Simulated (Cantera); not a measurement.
A closed system holds: 1 mol C, 0.01 mol O2, at 2025 K and 65.3 Torr.

Cantera equilibrium calculation (NASA polynomials, part measured and part estimated; ideal gas, pure solids and liquids). Candidate condensed phases: C; 12 gas species. Kinetics and transport are ignored.

### Question
What is the equilibrium state?

### Answer
```
Item                  Value
--------------  -----------
x(CO)                 1.000
x(CO2)              1.98e-6
n(C(graphite))    0.980 mol
gas amount      0.02000 mol
```
